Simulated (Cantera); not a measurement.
A closed system holds: 1 mol FeCl3, 1.9 mol H2, 0.48 mol N2, 0.09 mol O2, at 0.340 Pa.

Equilibrium computed with Cantera from the NASA thermochemical tables; the gas is ideal and each condensed phase is pure. Candidate condensed phases: Fe, FeCl2, FeCl3, FeO, Fe(OH)2, Fe(OH)3, Fe2O3, Fe3O4, H2O, NH4Cl; 37 gas species. The numbers say what is thermodynamically allowed, not how fast it happens.

At 1198 K, list the 7 most abundant gas species with their mole fractions, and the condensed phases.

HCl 0.372, H2 0.257, FeCl2 0.201, N2 0.124, H2O 0.0464, Cl 6.56e-5, H 5.23e-5. Condensed: Fe(γ).
